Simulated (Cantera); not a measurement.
Mixture: H2 : O2 : N2 : H2O = 1 : 0.312 : 1.56 : 0.29 (molar parts), at 9.30 bar, adiabatic and at constant volume. Ignition delay is the time to a rise of 400 K.

Model: GRI-Mech 3.0 (53 species, 325 reactions), integrated in Cantera. The hydrogen kinetics of GRI-Mech 3.0 are dated; newer H2 mechanisms differ, most at raised pressure. Where the delays flatten at high temperature, the 400 K rule measures the pace of heat release, not the induction time.

Predict: delay at 1125 K; delay at 1225 K; delay at 1325 K; delay at 1425 K; delay at 1525 K; apparent activation energy between 1475 and 1575 K.


```
Quantity                                               Result
--------------------------------------------------  ---------
delay at 1125 K                                      0.733 ms
delay at 1225 K                                      0.111 ms
delay at 1325 K                                       13.7 µs
delay at 1425 K                                       3.80 µs
delay at 1525 K                                       2.10 µs
apparent activation energy between 1475 and 1575 K  90 kJ/mol
```
